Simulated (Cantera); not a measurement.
## Equilibrium for sublimation and decomposition of ceramics: SiC + Si + H2

Feed: 1 mol SiC, 0.0047 mol Si, 0.015 mol H2, equilibrated at 2900 Pa.

Equilibrium computed with Cantera from the NASA thermochemical tables; the gas is ideal and each condensed phase is pure. Candidate condensed phases: C, C6H6, C7H8, C8H18, Si, SiC; 87 gas species. Mutual solubility and eutectic melting of coexisting phases are not modelled. Gases not in the tables: Si2H6 and higher silanes. Rates play no part.

From 2223 K to 2423 K the condensed part is Si(l) + SiC(s). From 2523 K to 2623 K the condensed part is SiC(s). At 2723 K the condensed part is C(graphite) + SiC(s). From 2823 K to 2923 K the condensed part is C(graphite). The main Si-bearing gas is Si throughout.

| T (K) | x H2 | x Si | x SiC2 | x H | x Si2C | n Si(l) | n SiC(s) | n C(graphite) |
|---|---|---|---|---|---|---|---|---|
| 2223 | 0.945 | 0.0159 | 2.20e-5 | 0.0366 | 0.00101 | 0.00441 | 1.000 | 0 |
| 2323 | 0.893 | 0.0393 | 0.000137 | 0.0604 | 0.00343 | 0.00394 | 1.000 | 0 |
| 2423 | 0.798 | 0.0903 | 0.000736 | 0.0930 | 0.0105 | 0.00276 | 1.000 | 0 |
| 2523 | 0.643 | 0.182 | 0.00367 | 0.131 | 0.0276 | 0 | 0.999 | 0 |
| 2623 | 0.547 | 0.191 | 0.0293 | 0.183 | 0.0369 | 0 | 0.998 | 0 |
| 2723 | 0.287 | 0.293 | 0.136 | 0.195 | 0.0705 | 0 | 0.982 | 0.00380 |
| 2823 | 0.00261 | 0.525 | 0.308 | 0.0266 | 0.126 | 0 | 0 | 0.320 |
| 2923 | 0.00141 | 0.515 | 0.373 | 0.0274 | 0.0695 | 0 | 0 | 0.194 |
x: gas mole fraction; n: condensed amount in mol.
